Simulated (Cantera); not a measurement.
Input: 1 mol H2S, 0.11 mol H2, 0.17 mol N2, held at 0.200 bar.

Cantera equilibrium calculation (NASA polynomials, part measured and part estimated; ideal gas, pure solids and liquids). Candidate condensed phases: S; 28 gas species. Ions and electrons are included (thermal ionisation). The numbers say what is thermodynamically allowed, not how fast it happens.

Problem. At 4500 K, list the 7 most abundant gas species with their mole fractions, and the condensed phases.

Solution. H 0.644, S 0.294, N2 0.0482, H2 0.00694, N 0.00442, SH 0.00185, S2 0.000757. Condensed: gas only.
